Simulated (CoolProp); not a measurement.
Vapour-liquid equilibrium of R22 (1) + n-hexane (2) at 280.9 K; x and y are mole fractions of (1).

Computed with CoolProp (multi-fluid Helmholtz-energy mixture model, Kamei 1995 and Thol 2019; pair parameters Bell 2016).

Problem. Give the bubble pressure and the first vapour's composition at x = 0.725, 0.8, 0.95. Is there an azeotrope?

Solution. x = 0.725: 4.822 bar, y = 0.990; x = 0.8: 5.180 bar, y = 0.992; x = 0.95: 6.023 bar, y = 0.998. No azeotrope shows between x = 0.05 and 0.95.

The pair parameters rest on a limited set of measurements; away from them the model extrapolates.
